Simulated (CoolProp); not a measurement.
Normal hydrogen along the isotherm -235.65 °C: density (kg/m³) from the reference equation and from simpler models built on Tc = -240.0 °C, pc = 1296 kPa, ω = -0.219; each cubic takes its own stable root.

Model: reference Helmholtz-energy equation of state, Leachman 2009, in CoolProp.

```tsv
p (kPa)	phase	reference	Soave-Redlich-Kwong	Peng-Robinson
46.3	gas	0.3019	0.3021	0.3025
92.6	gas	0.6090	0.6098	0.6113
139	gas	0.9221	0.9240	0.9276
185	gas	1.238	1.242	1.248
231	gas	1.560	1.566	1.576
278	gas	1.896	1.903	1.918
324	gas	2.230	[?]	2.262
370	gas	2.572	2.586	2.613
417	gas	2.928	2.946	2.982
463	gas	3.284	3.307	3.351
509	gas	3.648	3.676	3.731
556	gas	[?]	4.062	4.129
602	gas	4.409	4.449	4.530
648	gas	[?]	4.847	[?]
```

Task: What belongs in the gaps?

Result: 
- 324, Soave-Redlich-Kwong: 2.241
- 556, reference: 4.028
- 648, reference: 4.799
- 648, Peng-Robinson: 4.942
